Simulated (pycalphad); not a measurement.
Source of the numbers: pycalphad with the COST 507 light-alloy database (1999); pressure 1 atm. The data set is of 1999 and partly superseded. Diffusion is slow at the low end, where real alloys seldom reach equilibrium.

## Si-0.02567C (wt.%): equilibrium cooling sequence

```tsv
T (°C)	phases above	phases below
1751.9	liquid	CSI + liquid
1413.8	CSI + liquid	CSI + diamond (Si)
```

Changes were sought between steps of 40 K, so a narrower field can be missed.

Database names, with the compositions (at.%) that they take in these runs: CSI: Si 50 C 50.
